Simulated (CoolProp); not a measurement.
Values from CoolProp's reference Helmholtz-energy equation of state, Guder 2009.

For sulfur hexafluoride, give the phase and the cv (kJ/(kg K)), expansivity (1/kK) at 15.35 °C and 13.4 bar; 76.15 °C and 13.4 bar.


- 15.35 °C and 13.4 bar: gas; cv 0.626, expansivity 7.19
- 76.15 °C and 13.4 bar: gas; cv 0.693, expansivity 3.97
